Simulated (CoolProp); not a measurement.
Vapour pressure (MPa) of p-xylene: the reference equation beside estimates from Tc = 616.2 K, pc = 3.532 MPa, ω = 0.324.

Values from CoolProp's reference Helmholtz-energy equation of state, Zhou 2012.

```csv
T (K),reference,Lee-Kesler,Soave-Redlich-Kwong,Peng-Robinson
307,0.001924,0.001723,0.001775,0.001937
310.3,0.002292,0.002060,0.002120,0.002303
313.7,0.002731,0.002465,0.002533,0.002740
317,0.003224,0.002921,0.002999,0.003231
320.4,0.003809,0.003464,0.003553,0.003812
323.8,0.004481,0.004092,0.004191,0.004479
327.1,0.005226,0.004791,0.004902,0.005219
330.5,0.006101,0.005614,0.005738,0.006087
333.8,0.007064,0.006525,0.006661,0.007043
337.2,0.008187,0.007590,0.007740,0.008156
```

Absolute difference from the reference over all 10 rows, mean and median: Lee-Kesler 8.9 and 8.9 %, Soave-Redlich-Kwong 6.6 and 6.6 %, Peng-Robinson 0.3 and 0.3 %.
